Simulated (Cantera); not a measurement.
A closed system holds: 1 mol Si₂Cl₆, 0.53 mol HCl, 540 mol H₂, equilibrated at 1173.15 K and 360 Pa.

Equilibrium computed with Cantera from the NASA thermochemical tables; the gas is ideal and each condensed phase is pure. Candidate condensed phases: Si; 19 gas species. The feed counts by its element totals alone. Equilibrium is a limit: real reactors are often held back by kinetics, nucleation or transport.

Base state: H₂ 0.988, HCl 0.0114, SiCl₂ 0.000298 (mole fractions); condensed: Si(s).

Problem. What changes in the equilibrium state with this change: H₂ from 540 to 180 mol?

Solution. 
| species | before | after |
|---|---|---|
| H₂ | 0.988 | 0.967 |
| HCl | 0.0114 | 0.0302 |
| SiCl₂ | 0.000298 | 0.00215 |
| SiCl₄ | 1.96e-6 | 0.000102 |
| SiCl₃ | 7.70e-6 | 0.000149 |
| SiHCl₃ | 3.98e-6 | 7.61e-5 |
| Si(s), mol | 1.83 | 1.55 |
The tables' values for SiCl₃ are old estimates; treat these amounts as uncertain.

Problem. What changes in the equilibrium state with this change: H₂ from 540 to 34 mol?

Solution. 
| species | before | after |
|---|---|---|
| H₂ | 0.988 | 0.880 |
| HCl | 0.0114 | 0.0864 |
| SiCl₂ | 0.000298 | 0.0193 |
| SiCl₄ | 1.96e-6 | 0.00826 |
| SiCl₃ | 7.70e-6 | 0.00402 |
| Si(s), mol | 1.83 | 0.754 |
The tables' values for SiCl₃ are old estimates; treat these amounts as uncertain.
